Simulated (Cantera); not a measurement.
An isothermal plug-flow reactor at 848 K and 0.730 bar (inlet), inlet velocity 0.52 m/s, active area per volume 330 1/m; feed H2 : O2 : N2 = 0.0044 : 0.017 : 0.79 (molar parts).

Computed with Cantera and Deutschmann's 1995 Pt surface mechanism with GRI-Mech 3.0 gas chemistry. Catalytic surfaces can have several steady states; this one follows from the mechanism file's or the stated starting coverage. Mass transfer to the wall is taken as infinitely fast.

One state of this run: x H2 = 3.41e-11; x O2 = 0.0183; x H2O = 0.00544; θ free Pt = 0.124; θ O* = 0.874; θ OH* = 0.00174. x: gas mole fraction; θ: surface coverage.

### Question
Which value of z (m) does it belong to?
A) 0.0003
B) 0.00018
C) 0.0005
D) 0.0064

### Answer
D, 0.0064
